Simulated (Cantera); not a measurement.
Cantera run:

```python
import numpy as np
import cantera as ct

gas_names = [...]  # 113 gases of nasa_gas.yaml made of C, H, O, Ti
cond_names = """
    C(gr) C6H6(L) C7H8(L) C8H18(L),n-octa H2O(s) H2O(L) Ti(a) Ti(b) Ti(L) TiC(s) TiC(L) TiO(a) TiO(b)
    TiO(L) TiO2(ru) TiO2(L) Ti2O3(a) Ti2O3(b) Ti2O3(L) Ti3O5(a) Ti3O5(b) Ti3O5(L) Ti4O7(s) Ti4O7(L)
""".split()


# ... load() reads the species with a 1 bar reference pressure and builds the phases ...
atoms = {
    'TiO2': {'Ti': 1, 'O': 2},
    'CO': {'C': 1, 'O': 1},
    'H2': {'H': 2},
}
top_T = {'C(gr)': 4500}  # K; cautious upper limits of use, not melting points


# ... equilibrate(T, P, feed) seeds the gas with the atoms and calls Mixture.equilibrate('TP', solver="vcs", rtol=1e-11, max_steps=5000) ...
results = []
feed = {'TiO2': 1, 'CO': 0.7, 'H2': 8.1}  # mol
T = 1223  # K
P = 190000  # Pa
mix = equilibrate(T, P, feed)
results.append((T, P, feed, dict(zip(mix.species_names, mix.species_moles))))
print(gas.report(threshold=0.0001))
for i in range(1, mix.n_phases):
    print(f"{mix.phase(i).name:16s} {mix.phase_moles(i):12.5e} mol")
```

It prints:

```
       temperature   1223 K
          pressure   1.9e+05 Pa
           density   0.07745 kg/m^3
  mean mol. weight   4.145 kg/kmol
   phase of matter   gas

                          1 kg             1 kmol
                     ---------------   ---------------
          enthalpy        4.2082e+06        1.7443e+07  J
   internal energy         1.755e+06        7.2747e+06  J
           entropy             42514        1.7622e+05  J/K
    Gibbs function       -4.7786e+07       -1.9807e+08  J
 heat capacity c_p            7693.7             31890  J/K
 heat capacity c_v            5687.8             23576  J/K

                      mass frac. Y      mole frac. X     chem. pot. / RT
                     ---------------   ---------------   ---------------
               CH4          0.029051         0.0075058           -37.821
                CO           0.49224          0.072844               -39
               CO2         0.0041321        0.00038918           -75.137
                H2           0.44364           0.91214           -17.479
               H2O          0.030933         0.0071173           -53.616
     [ +108 minor]        2.9738e-06        6.4756e-07

C(gr)             0.00000e+00 mol
Ti(b)             0.00000e+00 mol
TiC(s)            0.00000e+00 mol
TiO(a)            0.00000e+00 mol
TiO2(ru)          1.00000e+00 mol
Ti2O3(b)          0.00000e+00 mol
Ti3O5(b)          0.00000e+00 mol
Ti4O7(s)          0.00000e+00 mol
```

Method: chemical equilibrium by Gibbs-energy minimisation in Cantera with the NASA 1993 tables (ideal gas, pure condensed phases). Gases not in the tables: TiO(OH)2.
